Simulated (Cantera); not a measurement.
**Transport properties of process gases**

Gas mixture: H2O : CO2 : CO = 0.87 : 0.3 : 0.86 (molar parts), at 5.00 bar, frozen composition.

Cantera's kinetic-theory transport with the Lennard-Jones parameters of GRI-Mech 3.0, ideal gas; thermal conductivity in the multicomponent form. Polar gases are described roughly by these parameters.

| T (K) | ρ (kg/m³) | cp (J/kg/K) | μ (µPa s) | λ (mW/m/K) | Pr | D (cm²/s) H2O | D (cm²/s) CO2 | D (cm²/s) CH3 |
|---|---|---|---|---|---|---|---|---|
| 400 | 3.92 | 1274 | 18.5 | 34.6 | 0.680 | 0.0724 | 0.0557 | 0.0755 |
| 500 | 3.14 | 1315 | 22.4 | 43.6 | 0.676 | 0.111 | 0.0845 | 0.113 |
| 600 | 2.62 | 1359 | 26.2 | 52.8 | 0.673 | 0.156 | 0.118 | 0.156 |
| 700 | 2.24 | 1403 | 29.7 | 62.0 | 0.672 | 0.207 | 0.156 | 0.205 |
| 800 | 1.96 | 1445 | 33.1 | 71.3 | 0.672 | 0.263 | 0.198 | 0.258 |
| 900 | 1.74 | 1486 | 36.4 | 80.5 | 0.672 | 0.325 | 0.243 | 0.316 |
D: mixture-averaged diffusion coefficient of that species in the mixture.
